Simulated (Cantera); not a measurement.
Input (Python, Cantera) and output of one run.

```python
import numpy as np
import cantera as ct

gas_names = """
    H HNO HNO2 HNO3 HO2 H2 H2O H2O2 N NH NH2 NH3 NH2OH NO NO2 NO3 N2 N2H2 N2H4 N2O O OH O2 O3 Si SiH
    SiH2 SiH3 SiH4 SiN SiO SiO2 Si2 Si2N Si3
""".split()
cond_names = """
    H2O(s) H2O(L) Si(cr) Si(L) SiO2(Lqz) SiO2(hqz) SiO2(L) Si2N2O(s) Si3N4(a)
""".split()


# ... load() reads the species with a 1 bar reference pressure and builds the phases ...
atoms = {
    'Si3N4': {'Si': 3, 'N': 4},
    'N2O': {'N': 2, 'O': 1},
    'H2': {'H': 2},
}
top_T = {'Si2N2O(s)': 2100, 'Si3N4(a)': 2400}  # K; cautious upper limits of use, not melting points


# ... equilibrate(T, P, feed) seeds the gas with the atoms and calls Mixture.equilibrate('TP', solver="vcs", rtol=1e-11, max_steps=5000) ...
results = []
P = 2.2  # Pa
for T in [1148, 1248, 1348, 1448, 1548, 1648, 1748, 1848, 1948, 2048]:
    for m in [8.1, 13, 18, 24, 29, 34, 39, 44, 50, 55, 60, 65]:
        feed = {'Si3N4': 1, 'N2O': 0.062, 'H2': m}  # mol
        mix = equilibrate(T, P, feed)
        results.append((T, P, feed, dict(zip(mix.species_names, mix.species_moles))))

for T, P, feed, n in results:
    print(f"{T:7g} {feed['H2']:10.4g}  " + (" + ".join(c for c in cond_names if n.get(c, 0) > 1e-12) or "gas only"))
```

It prints:

```
   1148        8.1  Si2N2O(s) + Si3N4(a)
   1148         13  Si2N2O(s) + Si3N4(a)
   1148         18  Si2N2O(s) + Si3N4(a)
   1148         24  Si2N2O(s) + Si3N4(a)
   1148         29  Si2N2O(s) + Si3N4(a)
   1148         34  Si2N2O(s) + Si3N4(a)
   1148         39  Si2N2O(s) + Si3N4(a)
   1148         44  Si2N2O(s) + Si3N4(a)
   1148         50  Si2N2O(s) + Si3N4(a)
   1148         55  Si2N2O(s) + Si3N4(a)
   1148         60  Si2N2O(s) + Si3N4(a)
   1148         65  Si2N2O(s) + Si3N4(a)
   1248        8.1  Si2N2O(s) + Si3N4(a)
   1248         13  Si2N2O(s) + Si3N4(a)
   1248         18  Si(cr) + Si2N2O(s) + Si3N4(a)
   1248         24  Si(cr) + Si2N2O(s) + Si3N4(a)
   1248         29  Si(cr) + Si2N2O(s) + Si3N4(a)
   1248         34  Si(cr) + Si2N2O(s) + Si3N4(a)
   1248         39  Si(cr) + Si2N2O(s) + Si3N4(a)
   1248         44  Si(cr) + Si2N2O(s) + Si3N4(a)
   1248         50  Si(cr) + Si2N2O(s) + Si3N4(a)
   1248         55  Si(cr) + Si2N2O(s) + Si3N4(a)
   1248         60  Si(cr) + Si2N2O(s) + Si3N4(a)
   1248         65  Si(cr) + Si2N2O(s) + Si3N4(a)
   1348        8.1  Si(cr) + Si2N2O(s) + Si3N4(a)
   1348         13  Si(cr) + Si2N2O(s) + Si3N4(a)
   1348         18  Si(cr) + Si2N2O(s) + Si3N4(a)
   1348         24  Si(cr) + Si2N2O(s) + Si3N4(a)
   1348         29  Si(cr) + Si2N2O(s)
   1348         34  Si(cr) + Si2N2O(s)
   1348         39  Si(cr) + Si2N2O(s)
   1348         44  Si(cr) + Si2N2O(s)
   1348         50  Si(cr)
   1348         55  Si(cr)
   1348         60  Si(cr)
   1348         65  Si(cr)
   1448        8.1  Si(cr)
   1448         13  Si(cr)
   1448         18  Si(cr)
   1448         24  Si(cr)
   1448         29  Si(cr)
   1448         34  Si(cr)
   1448         39  Si(cr)
   1448         44  Si(cr)
   1448         50  Si(cr)
   1448         55  Si(cr)
   1448         60  Si(cr)
   1448         65  Si(cr)
   1548        8.1  Si(cr)
   1548         13  Si(cr)
   1548         18  Si(cr)
   1548         24  Si(cr)
   1548         29  Si(cr)
   1548         34  Si(cr)
   1548         39  Si(cr)
   1548         44  Si(cr)
   1548         50  Si(cr)
   1548         55  Si(cr)
   1548         60  Si(cr)
   1548         65  Si(cr)
   1648        8.1  Si(cr)
   1648         13  Si(cr)
   1648         18  Si(cr)
   1648         24  Si(cr)
   1648         29  Si(cr)
   1648         34  Si(cr)
   1648         39  Si(cr)
   1648         44  Si(cr)
   1648         50  Si(cr)
   1648         55  Si(cr)
   1648         60  Si(cr)
   1648         65  Si(cr)
   1748        8.1  Si(L)
   1748         13  Si(L)
   1748         18  Si(L)
   1748         24  Si(L)
   1748         29  Si(L)
   1748         34  Si(L)
   1748         39  gas only
   1748         44  gas only
   1748         50  gas only
   1748         55  gas only
   1748         60  gas only
   1748         65  gas only
   1848        8.1  gas only
   1848         13  gas only
   1848         18  gas only
   1848         24  gas only
   1848         29  gas only
   1848         34  gas only
   1848         39  gas only
   1848         44  gas only
   1848         50  gas only
   1848         55  gas only
   1848         60  gas only
   1848         65  gas only
   1948        8.1  gas only
   1948         13  gas only
   1948         18  gas only
   1948         24  gas only
   1948         29  gas only
   1948         34  gas only
   1948         39  gas only
   1948         44  gas only
   1948         50  gas only
   1948         55  gas only
   1948         60  gas only
   1948         65  gas only
   2048        8.1  gas only
   2048         13  gas only
   2048         18  gas only
   2048         24  gas only
   2048         29  gas only
   2048         34  gas only
   2048         39  gas only
   2048         44  gas only
   2048         50  gas only
   2048         55  gas only
   2048         60  gas only
   2048         65  gas only
```

Method: chemical equilibrium by Gibbs-energy minimisation in Cantera with the NASA 1993 tables (ideal gas, pure condensed phases). Mutual solubility and eutectic melting of coexisting phases are not modelled.
